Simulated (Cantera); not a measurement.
A closed system holds: 1 mol Si, 0.64 mol NF3, held at 698 K and 100000 Pa.

Equilibrium computed with Cantera from the NASA thermochemical tables; the gas is ideal and each condensed phase is pure. Candidate condensed phases: Si, Si3N4; 16 gas species. Rates play no part.

Base state: SiF4 1.000 (mole fractions); condensed: Si(s) + Si3N4(s).

Problem. What changes in the equilibrium state with this change: 0.001 mol Cl2 added?

Solution. 
| species | before | after |
|---|---|---|
| SiF4 | 1.000 | 0.999 |
| SiCl4 | 0 | 0.00104 |
| Si(s), mol | 0.0400 | 0.0395 |
| Si3N4(s), mol | 0.160 | 0.160 |
